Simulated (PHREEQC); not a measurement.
## Ultrapure water in contact with air or piping: speciation

Synthetic water in mg/kgw, 21 °C, pH 6.55, pe -1.9:

```json
[
 {"constituent": "Na", "mg/kgw": "0.57"},
 {"constituent": "K", "mg/kgw": "0.0168"},
 {"constituent": "Ca", "mg/kgw": "0.574"},
 {"constituent": "Mg", "mg/kgw": "0.0804"},
 {"constituent": "Cl", "mg/kgw": "1.29"},
 {"constituent": "S(6) as SO4", "mg/kgw": "0.156"},
 {"constituent": "Alkalinity as HCO3", "mg/kgw": "1.26"},
 {"constituent": "Si as SiO2", "mg/kgw": "0.0353"},
 {"constituent": "F", "mg/kgw": "0.000358"},
 {"constituent": "Fe(2)", "mg/kgw": "0.00297"}
]
```

Valence states are taken as typed.

Equilibrium calculation in PHREEQC: ion-association model, phreeqc.dat.

Each row changes one thing in this solution. This is a speciation only: nothing precipitates in the calculation.

```tsv
case	HCO3- (mol/kgw)	CO2 (mol/kgw)	CaSO4 (mol/kgw)	CaHCO3+ (mol/kgw)	CO3-2 (mol/kgw)	MgSO4 (mol/kgw)	SI of Quartz (SiO2)
as made	2.09e-5	1.38e-5	3.68e-9	3.43e-9	3.29e-9	1.04e-9	-2.19
K from 0.0168 to 0.0504 mg/kgw	2.09e-5	1.38e-5	3.68e-9	3.43e-9	3.29e-9	1.04e-9	-2.19
Alkalinity from 1.26 to 3.78 mg/kgw	6.22e-5	4.11e-5	3.64e-9	1.01e-8	9.84e-9	1.03e-9	-2.19
all concentrations times 4 at the same typed pH	8.28e-5	5.42e-5	5.40e-8	5.22e-8	1.34e-8	1.53e-8	-1.59
```

SiF6-2 is the database's only silicon fluoride. Fluoro complexes past AlF4- and FeF3 are missing from the database.
